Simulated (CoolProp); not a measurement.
A single-stage vapour-compression cycle with R236FA: evaporating at 271.15 K (dew point), condensing at 303.15 K (bubble point), superheat 0 K, subcooling 5 K, compressor efficiency 0.65, no pressure losses. Each further row changes one setting.

Model: reference Helmholtz-energy equation of state, Pan 2012, in CoolProp.

| case | cooling COP | pressure ratio | discharge temperature (K) | refrigerating effect (kJ/kg) | volumetric capacity (kJ/m³) |
|---|---|---|---|---|---|
| as stated | 4.90 | 3.23 | 307.7 | 127 | 889 |
| evaporating temperature 276.15 K | 6.07 | 2.63 | 306.6 | 130 | 1110 |
| condensing temperature 298.15 K | 5.98 | 2.74 | 302.4 | 133 | 932 |
| subcooling 10 K | 5.14 | 3.23 | 307.7 | 133 | 932 |
| superheat 10 K | … | 3.23 | … | 135 | 906 |
| compressor efficiency 0.55 | 4.15 | 3.23 | … | 127 | 889 |

### Question
Fill in the missing entries.

### Answer

- superheat 10 K, cooling COP: 4.98
- superheat 10 K, discharge temperature (K): 318.0
- compressor efficiency 0.55, discharge temperature (K): 312.9
